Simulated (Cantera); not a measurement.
An isothermal, constant-pressure homogeneous reactor starts with NO : N2 = 1 : 5.9 (molar parts), at 2025 K and 93000 Pa. Integrator tolerance rtol = 1e-08.

Computed with Cantera and GRI-Mech 3.0 (53 species, 325 reactions).

### Question
What does this change do: temperature 2025 to 1698 K?

### Answer
```tsv
quantity	before	after
x(NO) at 6.00 s	0.00811 (gas-phase equilibrium 0.00514)	0.126 (gas-phase equilibrium 0.00183)
x(NO2) at 6.00 s	7.37e-6 (gas-phase equilibrium 4.72e-6)	8.55e-5 (gas-phase equilibrium 3.23e-6)
x(O) at 6.00 s	0.000221 (gas-phase equilibrium 0.000223)	4.78e-6 (gas-phase equilibrium 1.22e-5)
x(N2) at 6.00 s	0.923 (gas-phase equilibrium 0.925)	0.865 (gas-phase equilibrium 0.927)
x(O2) at 6.00 s	0.0683 (gas-phase equilibrium 0.0698)	0.00957 (gas-phase equilibrium 0.0715)
x(N2O) at 6.00 s	3.16e-7 (gas-phase equilibrium 3.01e-7)	6.21e-6 (gas-phase equilibrium 1.12e-7)
```

### Question
What does this change do: temperature 2025 to 1600 K?

### Answer
```json
[
 {"quantity": "x(NO) at 6.00 s", "before": "0.00811 (gas-phase equilibrium 0.00514)", "after": "0.138 (gas-phase equilibrium 0.00123)"},
 {"quantity": "x(NO2) at 6.00 s", "before": "7.37e-6 (gas-phase equilibrium 4.72e-6)", "after": "7.73e-5 (gas-phase equilibrium 2.79e-6)"},
 {"quantity": "x(O) at 6.00 s", "before": "0.000221 (gas-phase equilibrium 0.000223)", "after": "1.03e-6 (gas-phase equilibrium 4.06e-6)"},
 {"quantity": "x(N2) at 6.00 s", "before": "0.923 (gas-phase equilibrium 0.925)", "after": "0.859 (gas-phase equilibrium 0.927)"},
 {"quantity": "x(O2) at 6.00 s", "before": "0.0683 (gas-phase equilibrium 0.0698)", "after": "0.00347 (gas-phase equilibrium 0.0718)"},
 {"quantity": "x(N2O) at 6.00 s", "before": "3.16e-7 (gas-phase equilibrium 3.01e-7)", "after": "6.95e-6 (gas-phase equilibrium 7.70e-8)"}
]
```
